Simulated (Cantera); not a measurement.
Feed: 1 mol SiO2, 2.4 mol C, 1.3 mol N2, 0.92 mol CO, equilibrated at 1473 K and 7.50 Torr.

Cantera equilibrium calculation (NASA polynomials, part measured and part estimated; ideal gas, pure solids and liquids). Candidate condensed phases: C, Si, SiC, SiO2, Si2N2O, Si3N4; 34 gas species. N2 is the only nitrogen source here; it is nearly inert below about 1500 K, so the nitride shown seldom forms there in practice. Kinetics and transport are ignored.

Base state: CO 0.751, N2 0.249, SiO 0.000314 (mole fractions); condensed: C(graphite) + Si2N2O(s).

**Question.** What changes in the equilibrium state with this change: temperature from 1473 K to 2025 K?

**Answer.** 
| species | before | after |
|---|---|---|
| CO | 0.751 | 0.621 |
| N2 | 0.249 | 0.308 |
| SiO | 0.000314 | 0.0704 |
| Si | <1e-9 | 0.00119 |
| Si2C | <1e-9 | 3.61e-5 |
| C(graphite), mol | 0.901 | 0 |
| Si2N2O(s), mol | 0.499 | 0 |
| SiC(s), mol | 0 | 0.697 |
The tables' values for SiN are old estimates; treat these amounts as uncertain.

**Question.** What changes in the equilibrium state with this change: temperature from 1473 K to 2598 K?

**Answer.** 
```
species           before     after
----------------  ------  --------
CO                 0.751     0.562
N2                 0.249     0.252
Si                 <1e-9     0.129
SiC2               <1e-9    0.0369
Si2C               <1e-9   0.00971
CN                 <1e-9   0.00104
SiN                <1e-9  0.000567
Si2                <1e-9  0.000533
C(graphite), mol   0.901         0
Si2N2O(s), mol     0.499         0
```
The tables' values for SiN are old estimates; treat these amounts as uncertain.
